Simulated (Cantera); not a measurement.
What does this Cantera script print?

```python
import numpy as np
import cantera as ct

gas_names = """
    Fe FeO Fe(OH)2 H HO2 H2 H2O H2O2 O OH O2 O3
""".split()
cond_names = """
    Fe(a) Fe(c) Fe(d) Fe(L) FeO(s) FeO(L) Fe(OH)2(s) Fe(OH)3(s) Fe2O3(s) Fe3O4(s) H2O(s) H2O(L)
""".split()


# ... load() reads the species with a 1 bar reference pressure and builds the phases ...
atoms = {
    'Fe2O3': {'Fe': 2, 'O': 3},
    'H2': {'H': 2},
    'H2O': {'H': 2, 'O': 1},
}
top_T = {'Fe2O3(s)': 1830, 'Fe3O4(s)': 1870}  # K; cautious upper limits of use, not melting points


# ... equilibrate(T, P, feed) seeds the gas with the atoms and calls Mixture.equilibrate('TP', solver="vcs", rtol=1e-11, max_steps=5000) ...
results = []
feed = {'Fe2O3': 1, 'H2': 1400, 'H2O': 0.3}  # mol
P = 380  # Pa
for T in [1098, 1148, 1198, 1248, 1298, 1348, 1398, 1448, 1498, 1548, 1598]:
    mix = equilibrate(T, P, feed)
    results.append((T, P, feed, dict(zip(mix.species_names, mix.species_moles))))

top = {s: max(r[3][s] / sum(r[3][g] for g in gas_names) for r in results) for s in gas_names}
cols = sorted((s for s in top if top[s] > 1e-05), key=lambda s: -top[s])[:9]
seen = [c for c in cond_names if any(r[3].get(c, 0) > 1e-12 for r in results)]
print("log10 of partial pressures in bar; condensed amounts in mol")
print(f"{'T/K':>10s}" + "".join(f"{s[:9]:>10s}" for s in cols + seen))
for T, P, feed, n in results:
    ng = sum(n[g] for g in gas_names)
    print(f"{T:10.4g}" + "".join(f"{np.log10(max(n[s] / ng * P / 1e5, 1e-99)):10.3f}" for s in cols)
          + "".join(f"{n.get(c, 0):10.4g}" for c in seen))
```

Output:

```
log10 of partial pressures in bar; condensed amounts in mol
       T/K        H2       H2O         H        Fe     Fe(a)     Fe(c)
      1098    -2.421    -5.048    -8.817   -11.934         2         0
      1148    -2.421    -5.048    -8.355   -11.098         2         0
      1198    -2.421    -5.048    -7.932   -10.334         0         2
      1248    -2.421    -5.048    -7.541    -9.633         0         2
      1298    -2.421    -5.048    -7.181    -8.987         0         2
      1348    -2.421    -5.048    -6.846    -8.390         0     1.998
      1398    -2.421    -5.048    -6.536    -7.836         0     1.995
      1448    -2.421    -5.048    -6.246    -7.322         0     1.982
      1498    -2.421    -5.048    -5.976    -6.842         0     1.947
      1548    -2.422    -5.048    -5.722    -6.395         0     1.852
      1598    -2.422    -5.048    -5.485    -5.976         0      1.61
```

Cantera equilibrium calculation (NASA polynomials, part measured and part estimated; ideal gas, pure solids and liquids).
